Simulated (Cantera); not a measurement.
Input (Python, Cantera) and output of one run.

```python
import numpy as np
import cantera as ct

gas_names = [...]  # 131 gases of nasa_gas.yaml made of C, H, O
cond_names = """
    C(gr) C6H6(L) C7H8(L) C8H18(L),n-octa H2O(s) H2O(L)
""".split()


# ... load() reads the species with a 1 bar reference pressure and builds the phases ...
atoms = {
    'CH4': {'C': 1, 'H': 4},
    'CO2': {'C': 1, 'O': 2},
}
top_T = {'C(gr)': 4500}  # K; cautious upper limits of use, not melting points


# ... equilibrate(T, P, feed) seeds the gas with the atoms and calls Mixture.equilibrate('TP', solver="vcs", rtol=1e-11, max_steps=5000) ...
results = []
feed = {'CH4': 1, 'CO2': 0.049}  # mol
P = 1000  # Pa
for T in [2500, 2750, 3000, 3250, 3500, 3750, 4000, 4250, 4500, 4750, 5000]:
    mix = equilibrate(T, P, feed)
    results.append((T, P, feed, dict(zip(mix.species_names, mix.species_moles))))

top = {s: max(r[3][s] / sum(r[3][g] for g in gas_names) for r in results) for s in gas_names}
cols = sorted((s for s in top if top[s] > 0.001), key=lambda s: -top[s])[:8]
seen = [c for c in cond_names if any(r[3].get(c, 0) > 1e-12 for r in results)]
print("log10 of partial pressures in bar; condensed amounts in mol")
print(f"{'T/K':>10s}" + "".join(f"{s[:9]:>10s}" for s in cols + seen))
for T, P, feed, n in results:
    ng = sum(n[g] for g in gas_names)
    print(f"{T:10.4g}" + "".join(f"{np.log10(max(n[s] / ng * P / 1e5, 1e-99)):10.3f}" for s in cols)
          + "".join(f"{n.get(c, 0):10.4g}" for c in seen))
```

It prints:

```
log10 of partial pressures in bar; condensed amounts in mol
       T/K         H        H2         C        C3        CO        C2 C2H2,acet       C2H     C(gr)
      2500    -2.667    -2.134    -6.779    -6.304    -3.380    -7.339    -4.100    -5.776     0.912
      2750    -2.326    -2.323    -5.423    -4.773    -3.449    -5.787    -3.874    -4.813    0.8507
      3000    -2.149    -2.695    -4.295    -3.506    -3.551    -4.499    -3.901    -4.120    0.4273
      3250    -2.089    -3.191    -3.620    -3.273    -3.631    -3.967    -4.662    -4.182         0
      3500    -2.077    -3.697    -3.173    -3.471    -3.666    -3.776    -5.656    -4.539         0
      3750    -2.089    -4.180    -2.886    -3.944    -3.692    -3.811    -6.762    -5.070         0
      4000    -2.098    -4.601    -2.770    -4.765    -3.706    -4.112    -7.997    -5.805         0
      4250    -2.100    -4.962    -2.739    -5.705    -3.710    -4.522    -9.218    -6.591         0
      4500    -2.101    -5.280    -2.730    -6.596    -3.713    -4.923   -10.338    -7.327         0
      4750    -2.101    -5.564    -2.727    -7.408    -3.718    -5.292   -11.347    -7.994         0
      5000    -2.102    -5.820    -2.725    -8.140    -3.736    -5.626   -12.257    -8.596         0
```

Method: chemical equilibrium by Gibbs-energy minimisation in Cantera with the NASA 1993 tables (ideal gas, pure condensed phases).
